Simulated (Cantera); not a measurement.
Charge: 1 mol KCl, 3.7 mol HCl, 0.39 mol H₂, at 1900 K and 0.0110 bar.

Cantera equilibrium calculation (NASA polynomials, part measured and part estimated; ideal gas, pure solids and liquids). Candidate condensed phases: K, KCl; 10 gas species. Kinetics and transport are ignored.

Q: What is the equilibrium state?

A: 
| Item | Result |
|---|---|
| x(HCl) | 0.707 |
| x(KCl) | 0.195 |
| x(H₂) | 0.0819 |
| x(Cl) | 0.0141 |
| x(H) | 0.00217 |
| x(K) | 0.000170 |
| x(K₂Cl₂) | 4.33e-5 |
| x(Cl₂) | 8.99e-6 |
| gas amount | 5.132 mol |
| log10 activity of K(l) (absent) | -7.43 |
